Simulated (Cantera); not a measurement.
A perfectly stirred reactor is fed with CH₄ : O₂ : N₂ = 1 : 1.18 : 4.42 (molar parts), at 9.87 atm; it is adiabatic with a 800 K inlet, and is followed from long to short residence time, starting on the burning branch (τ in s: 0.16, 0.049, 0.015, 0.0046, 0.0014, 0.00043, 0.00013, 4e-05, 1.2e-05).

Computed with Cantera and GRI-Mech 3.0 (53 species, 325 reactions).

Q: Predict: blow-out, bracketed by the residence times tried; x(CH₄) at τ = 0.160 s; x(O₂) at τ = 0.160 s; x(H₂) at τ = 0.160 s; x(N₂O) at τ = 0.160 s; x(C₂H₆) at τ = 0.160 s; x(CH₄) at τ = 1.40 ms; x(O₂) at τ = 1.40 ms; x(H₂) at τ = 1.40 ms; x(N₂O) at τ = 1.40 ms; x(C₂H₆) at τ = 1.40 ms.

A: blow-out, bracketed by the residence times tried: burning at 0.130 ms, out at 40.0 µs
x(CH₄) at τ = 0.160 s: 0.000258
x(O₂) at τ = 0.160 s: 1.23e-5
x(H₂) at τ = 0.160 s: 0.114
x(N₂O) at τ = 0.160 s: 2.91e-9
x(C₂H₆) at τ = 0.160 s: 8.63e-9
x(CH₄) at τ = 1.40 ms: 0.00539
x(O₂) at τ = 1.40 ms: 0.00106
x(H₂) at τ = 1.40 ms: 0.0914
x(N₂O) at τ = 1.40 ms: 9.94e-9
x(C₂H₆) at τ = 1.40 ms: 6.17e-6
